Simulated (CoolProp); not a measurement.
A single-stage vapour-compression cycle with R236FA: evaporating at 249.15 K (dew point), condensing at 309.15 K (bubble point), superheat 5 K, subcooling 5 K, compressor efficiency 0.7, no pressure losses. Each further row changes one setting.

The numbers come from the reference Helmholtz-energy equation of state, Pan 2012 in CoolProp.

| case | cooling COP | pressure ratio | discharge temperature (K) | refrigerating effect (kJ/kg) | volumetric capacity (kJ/m³) |
|---|---|---|---|---|---|
| as stated | 2.21 | 10.8 | 321.7 | 108 | 283 |
| evaporating temperature 254.15 K | ? | ? | 320.2 | 111 | ? |
| condensing temperature 304.15 K | ? | 9.25 | ? | 114 | 300 |
| subcooling 10 K | 2.34 | 10.8 | 321.7 | 114 | 300 |
| superheat 15 K | 2.26 | 10.8 | 332.4 | 116 | ? |
| compressor efficiency 0.6 | 1.89 | 10.8 | 330.5 | 108 | 283 |

Question: Complete the blanks.

Answer: 
- evaporating temperature 254.15 K, cooling COP: 2.54
- evaporating temperature 254.15 K, pressure ratio: 8.42
- evaporating temperature 254.15 K, volumetric capacity (kJ/m³): 370
- condensing temperature 304.15 K, cooling COP: 2.51
- condensing temperature 304.15 K, discharge temperature (K): 317.0
- superheat 15 K, volumetric capacity (kJ/m³): 291
